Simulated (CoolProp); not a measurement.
A simple Rankine cycle with propane: condensing at 303.15 K, boiler at 3.51 MPa, turbine inlet 364.3 K, turbine efficiency 0.7, pump efficiency 0.6, no recuperator. Each further row changes one setting.

The numbers come from the reference Helmholtz-energy equation of state, Lemmon 2009 in CoolProp.

```tsv
case	thermal efficiency (%)	net work (kJ/kg)	heat in (kJ/kg)	turbine exit temperature (K)	volume ratio over the turbine
as stated	7.5	27.1	362	306.9	3.94
turbine inlet 384.3 K	8.1	34.6	428	335.7	3.59
condensing temperature 295.15 K	8.6	33.0	383	299.8	4.86
boiler pressure 2.46 MPa	6.2	25.4	412	332.3	2.40
turbine efficiency 0.6	6.1	22.0	362	309.4	4.00
```
